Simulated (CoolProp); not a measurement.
The fluid at 293.15 K and 1.93 MPa flows at 21 m/s in a round tube of 1 mm bore and 45 µm roughness, fully developed (64/Re and Nu = 3.66 if laminar; Colebrook and Gnielinski if turbulent). The same conditions are run with several fluids, on thermodynamics alone (safety and materials aside).

Computed with CoolProp (reference Helmholtz-energy equation of state of each fluid (propylene: Lemmon 2013; R22: Kamei 1995; n-hexane: Thol 2019; R123: Younglove 1994; toluene: Lemmon 2006)).

Task: Rank propylene, R22, n-hexane, R123, toluene by Reynolds number, highest first.

Result: R22 (186000), propylene (107000), R123 (68600), n-hexane (43500), toluene (30600)

```tsv
fluid	Darcy friction factor	pressure drop (Pa/m)	heat-transfer coefficient (W/(m² K))	mass flow (kg/h)
propylene	0.0684	7810000	128000	30.7
R22	0.0683	1.83e7	162000	72.2
n-hexane	0.0687	1.00e7	71800	39.3
R123	0.0685	2.24e7	73000	88.0
toluene	0.0690	1.32e7	58500	51.6
```

Transport values come from each fluid's own correlations; those of propylene, R22 are estimates that may be off by 10 % or more.
